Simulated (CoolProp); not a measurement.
Model: reference Helmholtz-energy equation of state, Rui 2013, in CoolProp.

Problem. Give the vapour pressure (bar), vapour density (kg/m³), surface tension (mN/m), liquid viscosity (µPa s) of saturated R236EA at 324.3, 331.7, 346.5 K.

Solution. 
| T (K) | p (bar) | vapour density (kg/m³) | surface tension (mN/m) | liquid viscosity (µPa s) |
|---|---|---|---|---|
| 324.3 | 4.71 | 30.5 | 8.64 | 271 |
| 331.7 | 5.79 | 37.5 | 7.73 | 246 |
| 346.5 | 8.52 | 55.8 | 5.97 | 203 |

Viscosity comes from a separate model (Huber 2003), an estimate that may be off by 10 % or more. Surface tension comes from a separate correlation (Mulero 2012).
